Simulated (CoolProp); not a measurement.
Vapour-liquid equilibrium of dimethyl ether (1) + R227EA (2) at 0.153 MPa; x and y are mole fractions of (1).

Values from CoolProp's multi-fluid Helmholtz-energy mixture model, Wu 2011 and Lemmon 2016; pair parameters Bell 2016.

### Question
Give the bubble temperature and the first vapour's composition at x = 0.05, 0.15, 0.95. Is there an azeotrope?

### Answer
x = 0.05: 267.8 K, y = 0.019; x = 0.15: 269.9 K, y = 0.090; x = 0.95: 259.2 K, y = 0.984. y crosses x between x = 0.25 and 0.35: the model has an azeotrope there.

The pair parameters rest on a limited set of measurements; away from them the model extrapolates.
